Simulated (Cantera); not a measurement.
Charge: 1 mol Fe₂O₃, 13 mol CO, equilibrated at 2475 K and 0.500 bar.

Method: chemical equilibrium by Gibbs-energy minimisation in Cantera with the NASA 1993 tables (ideal gas, pure condensed phases). Candidate condensed phases: C, Fe, Fe(CO)₅, FeO, Fe₂O₃, Fe₃O₄; 15 gas species. The tables' stoichiometric FeO is somewhat more stable than real wüstite, so its field is too wide. FeO: taken at fixed stoichiometry. Equilibrium is a limit: real reactors are often held back by kinetics, nucleation or transport.

Base state: CO 0.859, CO₂ 0.107, Fe 0.0329, FeO 0.00125, O 0.000103, O₂ 3.23e-5 (mole fractions); condensed: FeO(l).

Task: What changes in the equilibrium state with this change: temperature from 2475 K to 2223 K?

Result: 
```
species        before     after
-----------  --------  --------
CO              0.859     0.910
CO₂             0.107    0.0831
Fe             0.0329   0.00673
O₂            3.23e-5   8.28e-7
O            0.000103   4.02e-6
FeO           0.00125  0.000106
FeO(l), mol      1.54      1.91
```
